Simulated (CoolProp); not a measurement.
Vapour pressure (kPa) of isobutene: the reference equation beside estimates from Tc = 418.1 K, pc = 4016 kPa, ω = 0.193. Clausius-Clapeyron is anchored at 334.9 K with a constant enthalpy of vaporisation of 17.54 kJ/mol.

Computed with CoolProp (reference Helmholtz-energy equation of state, Lemmon 2005). It is a short technical equation, of lower accuracy than the large ones.

| T (K) | reference | Lee-Kesler | Clausius-Clapeyron | van der Waals | Redlich-Kwong | Peng-Robinson |
|---|---|---|---|---|---|---|
| 291.5 | 248.0 | 248.3 | 318.7 | 788.8 | [?] | 247.6 |
| 300.1 | 323.4 | 324.5 | 392.2 | 913.8 | 432.4 | 322.6 |
| 308.8 | 416.0 | 418.0 | 478.1 | 1053 | 543.6 | 415.0 |
| 317.5 | 527.2 | 530.3 | 576.5 | 1205 | 673.7 | 526.2 |
| 326.2 | 659.2 | 663.3 | 688.2 | 1370 | 824.2 | 658.4 |
| 334.9 | 814.1 | 819.2 | 814.1 | [?] | 996.6 | 814.0 |
| 343.6 | 994.4 | 1000 | 954.8 | 1742 | 1192 | 995.6 |
| 352.3 | 1203 | 1209 | 1111 | 1949 | 1413 | 1206 |
| 361 | 1441 | 1448 | 1284 | 2171 | 1660 | 1447 |
| 369.7 | 1713 | 1720 | 1473 | 2408 | 1934 | 1722 |
| 378.4 | 2021 | [?] | 1679 | 2661 | 2236 | 2034 |
| 387.1 | 2370 | 2377 | 1903 | [?] | 2569 | 2386 |

**Question.** Some entries are withheld; supply them.

**Answer.** 
- 291.5, Redlich-Kwong: 339.5
- 334.9, van der Waals: 1549
- 378.4, Lee-Kesler: 2028
- 387.1, van der Waals: 2929

Absolute difference from the reference over all 12 rows, mean and median: Lee-Kesler 0.4 and 0.5 %, Clausius-Clapeyron 12.6 and 12.5 %, van der Waals 97.0 and 82.7 %, Redlich-Kwong 21.7 and 21.1 %, Peng-Robinson 0.3 and 0.2 %.
